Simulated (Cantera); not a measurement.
What does this Cantera script print?

```python
import numpy as np
import cantera as ct

gas = ct.Solution("gri30.yaml")
gas.TPX = 1100, 1000000, {'CH3OH': 1, 'O2': 1.2, 'N2': 9.89}
reactor = ct.IdealGasConstPressureReactor(gas, energy="on", clone=False)
net = ct.ReactorNet([reactor])
net.rtol, net.atol = 1e-08, 1e-16
show = ['CH3OH', 'O2', 'H2', 'OH', 'CO2']
times = np.geomspace(3e-06, 3, 12)

steps = ct.SolutionArray(gas, extra=["t"])
rows = []
print(f"{'t/s':>10s}{'T/K':>9s}{'P/Pa':>11s}" + "".join(f"{s:>11s}" for s in show))
for t in times:
    while net.time < t:
        t_next = net.step()
        steps.append(gas.state, t=t_next)
    rows.append([np.interp(t, steps.t, y) for y in (steps.T, steps.P, *steps(*show).X.T)])
    print(f"{t:10.3e}{rows[-1][0]:9.1f}{rows[-1][1]:11.4g}" + "".join(f"{x:11.3e}" for x in rows[-1][2:]))
rate = np.gradient(steps.T, steps.t)
print("integrator steps:", len(steps.t))
if steps.T.max() > steps.T[0] + 200:
    print(f"time of steepest temperature rise: {steps.t[rate.argmax()]:.4e} s")
gas.TPX = 1100, 1000000, {'CH3OH': 1, 'O2': 1.2, 'N2': 9.89}
gas.equilibrate("HP")
print(f"equilibrium (HP): T = {gas.T:.1f} K  " + "  ".join(f"{s} {gas[s].X[0]:.3e}" for s in show))
```

It prints:

```
       t/s      T/K       P/Pa      CH3OH         O2         H2         OH        CO2
 3.000e-06   1100.0      1e+06  8.271e-02  9.926e-02  1.458e-09  7.376e-12  2.255e-10
 1.053e-05   1100.0      1e+06  8.271e-02  9.926e-02  5.391e-09  7.429e-12  7.945e-10
 3.699e-05   1100.0      1e+06  8.271e-02  9.926e-02  1.976e-08  7.462e-12  2.792e-09
 1.299e-04   1100.0      1e+06  8.271e-02  9.926e-02  7.127e-08  7.508e-12  9.807e-09
 4.560e-04   1100.0      1e+06  8.271e-02  9.925e-02  2.642e-07  8.322e-12  3.444e-08
 1.601e-03   1100.0      1e+06  8.271e-02  9.925e-02  1.240e-06  2.216e-11  1.210e-07
 5.621e-03   1100.1      1e+06  8.266e-02  9.923e-02  1.805e-05  3.317e-10  4.312e-07
 1.974e-02   2143.7      1e+06  2.925e-14  4.295e-06  1.686e-02  1.757e-04  4.785e-02
 6.930e-02   2143.6      1e+06  2.930e-14  4.284e-06  1.687e-02  1.755e-04  4.784e-02
 2.433e-01   2143.5      1e+06  2.934e-14  4.275e-06  1.687e-02  1.753e-04  4.784e-02
 8.544e-01   2143.5      1e+06  2.934e-14  4.275e-06  1.687e-02  1.753e-04  4.784e-02
 3.000e+00   2143.5      1e+06  2.934e-14  4.275e-06  1.687e-02  1.753e-04  4.784e-02
integrator steps: 2505
time of steepest temperature rise: 1.0914e-02 s
equilibrium (HP): T = 2143.5 K  CH3OH 3.024e-14  O2 4.275e-06  H2 1.687e-02  OH 1.753e-04  CO2 4.784e-02
```

Detailed kinetics in Cantera: GRI-Mech 3.0 (53 species, 325 reactions). GRI-Mech 3.0 was tuned for natural gas; its chemistry of methanol as a main component is partial and can be far from experiment.
